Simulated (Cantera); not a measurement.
Feed: 1 mol Cu2O, 19 mol CO, at 0.133 bar.

Method: chemical equilibrium by Gibbs-energy minimisation in Cantera with the NASA 1993 tables (ideal gas, pure condensed phases). Candidate condensed phases: C, Cu, CuO, Cu2O; 15 gas species. Equilibrium is a limit: real reactors are often held back by kinetics, nucleation or transport.

x: gas mole fraction; n: condensed amount in mol.

```
T (K)   x CO    x Cu   x CO2     x Cu2  x O  n Cu(l)
-----  -----  ------  ------  --------  ---  -------
1923   0.933  0.0153  0.0518   4.81e-5    ?     1.70
1973   0.924  0.0250  0.0513   9.42e-5    ?     1.51
2023   0.909  0.0399  0.0505  0.000178    ?     1.20
2073   0.888  0.0621  0.0493  0.000326    ?    0.728
2123   0.858  0.0941  0.0476  0.000573    ?        0
2173   0.858  0.0944  0.0476  0.000446    ?        0
2223   0.857  0.0946  0.0476  0.000350    ?        0
2273   0.857  0.0947  0.0476  0.000278    ?        0
2323   0.857  0.0948  0.0476  0.000222    ?        0
2373   0.857  0.0949  0.0475  0.000180    ?        0
2423   0.857  0.0949  0.0475  0.000146    ?        0
2473   0.857  0.0950  0.0474  0.000120    ?        0
2523   0.857  0.0950  0.0472   9.91e-5    ?        0
2573   0.857  0.0950  0.0470   8.24e-5    ?        0
```

Task: Some entries are withheld; supply them.

Result: 
- 1923, x O: 1.02e-7
- 1973, x O: 2.38e-7
- 2023, x O: 5.31e-7
- 2073, x O: 1.14e-6
- 2123, x O: 2.36e-6
- 2173, x O: 4.73e-6
- 2223, x O: 9.17e-6
- 2273, x O: 1.73e-5
- 2323, x O: 3.17e-5
- 2373, x O: 5.65e-5
- 2423, x O: 9.85e-5
- 2473, x O: 0.000168
- 2523, x O: 0.000279
- 2573, x O: 0.000454
